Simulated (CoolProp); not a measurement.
Vapour-liquid equilibrium of CH2F2 (R32) (1) + R152A (2) at 0.00684 MPa; x and y are mole fractions of (1).

Model: multi-fluid Helmholtz-energy mixture model, Tillner-Roth 1997 and Outcalt 1996; pair parameters Bell 2016, in CoolProp.

| x | bubble temperature, mixture model (K) | bubble temperature, Raoult's law (K) | y, mixture model | y, Raoult's law |
|---|---|---|---|---|
| 0.05 | 198.9 | 199.2 | 0.220 | 0.205 |
| 0.2 | 193.0 | 193.6 | 0.580 | 0.564 |
| 0.35 | 189.1 | 189.7 | 0.750 | 0.744 |
| 0.5 | 186.2 | 186.6 | 0.847 | 0.848 |
| 0.65 | 183.9 | 184.2 | 0.910 | 0.914 |
| 0.8 | 182.1 | 182.2 | 0.955 | 0.959 |
| 0.95 | 180.4 | 180.5 | 0.990 | 0.991 |

The largest gap from Raoult's law is -0.6 K in bubble temperature, at x = 0.2. No azeotrope shows between x = 0.05 and 0.95.

The pair parameters rest on a limited set of measurements; away from them the model extrapolates.
